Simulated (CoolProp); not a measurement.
Vapour-liquid equilibrium of C3F8 (R218) (1) + c-C4F8 (RC318) (2) at 289.2 K; x and y are mole fractions of (1).

Model: multi-fluid Helmholtz-energy mixture model, Lemmon 2006 and Platzer 1990; pair parameters Bell 2016, in CoolProp. This equation is an older, rougher fit; its heat capacities, sound speeds and derivatives of the liquid may be far off and weren't checked against measurements.

| x | bubble pressure, mixture model (kPa) | bubble pressure, Raoult's law (kPa) | y, mixture model | y, Raoult's law |
|---|---|---|---|---|
| 0.05 | 238.5 | 254.6 | 0.074 | 0.133 |
| 0.125 | (withheld) | 287.9 | 0.195 | 0.294 |
| 0.2 | (withheld) | 321.2 | 0.318 | 0.421 |
| 0.275 | 292.4 | 354.5 | 0.438 | 0.525 |
| 0.35 | 320.1 | 387.8 | (withheld) | 0.611 |
| 0.425 | 352.0 | 421.1 | 0.641 | 0.683 |
| 0.5 | 387.8 | 454.4 | 0.722 | 0.744 |
| 0.575 | 426.6 | 487.7 | 0.789 | 0.798 |
| 0.65 | 467.8 | 521.0 | 0.844 | 0.844 |
| 0.725 | 510.8 | 554.3 | 0.889 | 0.885 |
| 0.8 | 555.0 | 587.6 | 0.927 | 0.921 |
| 0.875 | 599.9 | 620.9 | 0.958 | 0.953 |
| 0.95 | 645.6 | 654.2 | 0.984 | 0.982 |

Some entries are withheld; supply them.


- 0.125, bubble pressure, mixture model (kPa): 251.6
- 0.2, bubble pressure, mixture model (kPa): 269.5
- 0.35, y, mixture model: 0.546

The largest gap from Raoult's law is -17.5 % in bubble pressure, at x = 0.275. No azeotrope shows between x = 0.05 and 0.95.

Pair parameters are fitted to limited data, so mixtures are less certain than the pure fluids.
